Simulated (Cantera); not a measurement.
Input: 1 mol Cr, 0.1 mol H2O, 22 mol H2, held at 0.100 bar.

Equilibrium computed with Cantera from the NASA thermochemical tables; the gas is ideal and each condensed phase is pure. Candidate condensed phases: Cr, Cr2O3, H2O; 13 gas species. Mutual solubility and eutectic melting of coexisting phases are not modelled. Rates play no part.

Q: What share of the Cr ends up in condensed phases as a function of T (K), at 1423, 1498, 1573, 1648, 1723, 1798, 1873, 1948, 2023?

A: 
```json
[
 {"T (K)": "1423", "Cr condensed (%)": "100.0", "as": "Cr(s) + Cr2O3(s)"},
 {"T (K)": "1498", "Cr condensed (%)": "100.0", "as": "Cr(s) + Cr2O3(s)"},
 {"T (K)": "1573", "Cr condensed (%)": "99.9", "as": "Cr(s) + Cr2O3(s)"},
 {"T (K)": "1648", "Cr condensed (%)": "99.8", "as": "Cr(s) + Cr2O3(s)"},
 {"T (K)": "1723", "Cr condensed (%)": "99.3", "as": "Cr(s) + Cr2O3(s)"},
 {"T (K)": "1798", "Cr condensed (%)": "98.0", "as": "Cr(s)"},
 {"T (K)": "1873", "Cr condensed (%)": "94.5", "as": "Cr(s)"},
 {"T (K)": "1948", "Cr condensed (%)": "86.0", "as": "Cr(s)"},
 {"T (K)": "2023", "Cr condensed (%)": "66.7", "as": "Cr(s)"}
]
```
